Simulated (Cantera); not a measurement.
A closed system holds: 1 mol Hg, 0.051 mol H2, 80 mol N2, equilibrated at 1277 °C and 0.280 bar.

Method: chemical equilibrium by Gibbs-energy minimisation in Cantera with the NASA 1993 tables (ideal gas, pure condensed phases). Candidate condensed phases: Hg; 10 gas species. Equilibrium is a limit: real reactors are often held back by kinetics, nucleation or transport.

Base state: N2 0.987, Hg 0.0123, H2 0.000628 (mole fractions); condensed: gas only.

### Question
What changes in the equilibrium state with this change: Hg replaced by PbO?

### Answer
```json
[
 {"species": "N2", "before": "0.987", "after": "0.986"},
 {"species": "PbO", "before": "0", "after": "0.00903"},
 {"species": "Pb", "before": "0", "after": "0.00329"},
 {"species": "Hg", "before": "0.0123", "after": "0"},
 {"species": "O2", "before": "0", "after": "0.00126"},
 {"species": "H2O", "before": "0", "after": "0.000626"},
 {"species": "NO", "before": "0", "after": "0.000135"},
 {"species": "H2", "before": "0.000628", "after": "1.20e-7"}
]
```
Gases not in the tables: (PbO)n polymers. Further candidate phases: H2O, Pb, PbO, PbO2, Pb3O4.
